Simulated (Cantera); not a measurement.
An isothermal, constant-pressure homogeneous reactor starts with CO : O₂ : H₂O : N₂ = 0.014 : 0.014 : 0.0055 : 1 (molar parts), at 1100 K and 3.50 bar.

Cantera simulation using GRI-Mech 3.0 (53 species, 325 reactions); the numbers are that mechanism's predictions, not measurements.

One state of this run: x CO = 0.00724; x O₂ = 0.0104; x H₂O = 0.00530; x H₂ = 3.49e-5; x O = 1.61e-6. x: mole fraction; the columns are a selection and need not sum to one.

Q: Which value of t (s) does it belong to?
A. 0.000823
B. 0.000300
C. 2.65
D. 0.128

A: D, 0.128
